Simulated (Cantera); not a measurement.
Charge: 1 mol Pb, 0.043 mol H2, 5.3 mol N2, held at 23.0 mbar.

Method: chemical equilibrium by Gibbs-energy minimisation in Cantera with the NASA 1993 tables (ideal gas, pure condensed phases). Candidate condensed phases: Pb; 11 gas species. Equilibrium is a limit: real reactors are often held back by kinetics, nucleation or transport.

Question: What share of the Pb ends up in condensed phases as a function of T (K), at 825, 900, 975, 1050, 1125, 1200, 1275, 1350, 1425?

Answer: 
```json
[
 {"T (K)": "825", "Pb condensed (%)": "100.0", "as": "Pb(l)"},
 {"T (K)": "900", "Pb condensed (%)": "100.0", "as": "Pb(l)"},
 {"T (K)": "975", "Pb condensed (%)": "99.8", "as": "Pb(l)"},
 {"T (K)": "1050", "Pb condensed (%)": "98.9", "as": "Pb(l)"},
 {"T (K)": "1125", "Pb condensed (%)": "95.6", "as": "Pb(l)"},
 {"T (K)": "1200", "Pb condensed (%)": "84.6", "as": "Pb(l)"},
 {"T (K)": "1275", "Pb condensed (%)": "52.3", "as": "Pb(l)"},
 {"T (K)": "1350", "Pb condensed (%)": "0.0", "as": "-"},
 {"T (K)": "1425", "Pb condensed (%)": "0.0", "as": "-"}
]
```
